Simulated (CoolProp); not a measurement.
The fluid at 293.15 K and 1.98 MPa flows at 0.12 m/s in a round tube of 50 mm bore and 0.25 µm roughness, fully developed (64/Re and Nu = 3.66 if laminar; Colebrook and Gnielinski if turbulent). The same conditions are run with several fluids, on thermodynamics alone (safety and materials aside).

Model: reference Helmholtz-energy equation of state of each fluid (propylene: Lemmon 2013; R143a: Lemmon and Jacobsen 2000; benzene: Thol 2012; water: Wagner 2002; R123: Younglove 1994), in CoolProp.

```csv
fluid,Reynolds number,Darcy friction factor,pressure drop (Pa/m),heat-transfer coefficient (W/(m² K)),mass flow (kg/h)
propylene,30700,…,…,…,439
R143a,48100,0.0211,2.91,300,…
benzene,8030,0.0328,4.15,191,…
water,5990,0.0355,5.11,…,…
R123,19600,0.0260,5.55,211,1260
```

Complete the blanks.


- propylene, Darcy friction factor: 0.0234
- propylene, pressure drop (Pa/m): 1.74
- propylene, heat-transfer coefficient (W/(m² K)): 302
- R143a, mass flow (kg/h): 813
- benzene, mass flow (kg/h): 747
- water, heat-transfer coefficient (W/(m² K)): 571
- water, mass flow (kg/h): 847

Transport values come from each fluid's own correlations; those of propylene, R143a are estimates that may be off by 10 % or more.
